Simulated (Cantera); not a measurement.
Input: 1 mol CH3Cl, 0.095 mol CH4, 1 mol H2, held at 1.33 mbar.

Cantera equilibrium calculation (NASA polynomials, part measured and part estimated; ideal gas, pure solids and liquids). Candidate condensed phases: C, C6H6, C7H8, C8H18; 91 gas species. Equilibrium is a limit: real reactors are often held back by kinetics, nucleation or transport.

Problem. What share of the C ends up in condensed phases as a function of T (°C), at 1975, 2075, 2175, 2275, 2375, 2475, 2575, 2675, 2775, 2875, 2975, 3075?

Solution. 
```json
[
 {"T (°C)": "1975", "C condensed (%)": "98.8", "as": "C(graphite)"},
 {"T (°C)": "2075", "C condensed (%)": "98.0", "as": "C(graphite)"},
 {"T (°C)": "2175", "C condensed (%)": "97.0", "as": "C(graphite)"},
 {"T (°C)": "2275", "C condensed (%)": "95.1", "as": "C(graphite)"},
 {"T (°C)": "2375", "C condensed (%)": "90.0", "as": "C(graphite)"},
 {"T (°C)": "2475", "C condensed (%)": "72.5", "as": "C(graphite)"},
 {"T (°C)": "2575", "C condensed (%)": "10.5", "as": "C(graphite)"},
 {"T (°C)": "2675", "C condensed (%)": "0.0", "as": "-"},
 {"T (°C)": "2775", "C condensed (%)": "0.0", "as": "-"},
 {"T (°C)": "2875", "C condensed (%)": "0.0", "as": "-"},
 {"T (°C)": "2975", "C condensed (%)": "0.0", "as": "-"},
 {"T (°C)": "3075", "C condensed (%)": "0.0", "as": "-"}
]
```
